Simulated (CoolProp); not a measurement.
Values from CoolProp's reference Helmholtz-energy equation of state, McLinden 2020.

### Question
Give the vapour pressure (MPa), enthalpy of vaporisation (kJ/kg), liquid cp (kJ/(kg K)) of saturated R1336mzz(Z) at -2.75, 100.35 °C.

### Answer
```
T (°C)  p (MPa)  enthalpy of vaporisation (kJ/kg)  liquid cp (kJ/(kg K))
------  -------  --------------------------------  ---------------------
-2.75    0.0216                               181                   1.16
100.35    0.712                               127                   1.41
```
